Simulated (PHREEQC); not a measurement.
# Brine: an equilibrium model

A solution holds 1.1 mol/kgw NaCl and 0.1 mol/kgw H3BO3, at 25 °C. Closed to the air; pH follows from the charge balance.

Model: Pitzer model, pitzer.dat, run in PHREEQC.

This is a speciation only: nothing precipitates in the calculation.

### Question
What pH, activity of water does the model give?

### Answer
pH 4.78; activity of water 0.962.

In brines, pH and single-ion activities rest on the MacInnes convention.
